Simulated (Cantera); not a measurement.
Cantera run, input and output.

```python
import numpy as np
import cantera as ct

gas = ct.Solution("gri30.yaml")
gas.TPX = 1525, 1000000, {'CH4': 1, 'H2O': 1.3}
reactor = ct.IdealGasConstPressureReactor(gas, energy="off", clone=False)
net = ct.ReactorNet([reactor])
net.rtol, net.atol = 1e-08, 1e-18
show = ['CH4', 'H2O', 'CH2CO', 'CH2O', 'CH3', 'O2', 'CO']
times = np.geomspace(1e-05, 200, 11)

steps = ct.SolutionArray(gas, extra=["t"])
rows = []
print(f"{'t/s':>10s}{'T/K':>9s}{'P/Pa':>11s}" + "".join(f"{s:>11s}" for s in show))
for t in times:
    while net.time < t:
        t_next = net.step()
        steps.append(gas.state, t=t_next)
    rows.append([np.interp(t, steps.t, y) for y in (steps.T, steps.P, *steps(*show).X.T)])
    print(f"{t:10.3e}{rows[-1][0]:9.1f}{rows[-1][1]:11.4g}" + "".join(f"{x:11.3e}" for x in rows[-1][2:]))
rate = np.gradient(steps.T, steps.t)
print("integrator steps:", len(steps.t))
if steps.T.max() > steps.T[0] + 200:
    print(f"time of steepest temperature rise: {steps.t[rate.argmax()]:.4e} s")
gas.TPX = 1525, 1000000, {'CH4': 1, 'H2O': 1.3}
gas.equilibrate("TP")
print(f"equilibrium (TP): T = {gas.T:.1f} K  " + "  ".join(f"{s} {gas[s].X[0]:.3e}" for s in show))
```

Result:

```
       t/s      T/K       P/Pa        CH4        H2O      CH2CO       CH2O        CH3         O2         CO
 1.000e-05   1525.0      1e+06  4.347e-01  5.652e-01  8.743e-17  2.530e-09  4.286e-05  1.805e-16  9.777e-12
 5.372e-05   1525.0      1e+06  4.345e-01  5.652e-01  2.661e-13  7.973e-08  7.444e-05  1.237e-14  4.454e-09
 2.885e-04   1525.0      1e+06  4.332e-01  5.651e-01  1.430e-10  8.428e-07  9.358e-05  1.356e-13  3.416e-07
 1.550e-03   1525.0      1e+06  4.247e-01  5.635e-01  9.351e-08  6.440e-06  1.283e-04  1.703e-12  2.371e-05
 8.326e-03   1525.0      1e+06  3.788e-01  5.473e-01  7.654e-06  6.408e-06  1.085e-04  4.737e-12  3.349e-04
 4.472e-02   1525.0      1e+06  2.567e-01  4.984e-01  2.486e-05  3.283e-06  6.892e-05  1.021e-12  2.770e-03
 2.402e-01   1525.0      1e+06  1.930e-01  4.434e-01  2.314e-05  1.997e-06  5.728e-05  6.694e-13  1.605e-02
 1.290e+00   1525.0      1e+06  1.922e-01  3.502e-01  8.064e-06  1.065e-06  4.990e-05  3.881e-13  5.537e-02
 6.931e+00   1525.0      1e+06  1.456e-01  2.354e-01  1.805e-06  5.580e-07  3.238e-05  1.424e-13  1.184e-01
 3.723e+01   1525.0      1e+06  7.354e-02  1.412e-01  5.560e-07  5.234e-07  1.455e-05  3.784e-14  1.756e-01
 2.000e+02   1525.0      1e+06  1.851e-02  8.148e-02  1.324e-07  6.385e-07  3.429e-06  1.006e-14  2.130e-01
integrator steps: 2105
equilibrium (TP): T = 1525.0 K  CH4 4.017e-04  H2O 6.278e-02  CH2CO 2.934e-09  CH2O 6.921e-07  CH3 7.301e-08  O2 5.560e-15  CO 2.249e-01
```

Computed with Cantera and GRI-Mech 3.0 (53 species, 325 reactions).
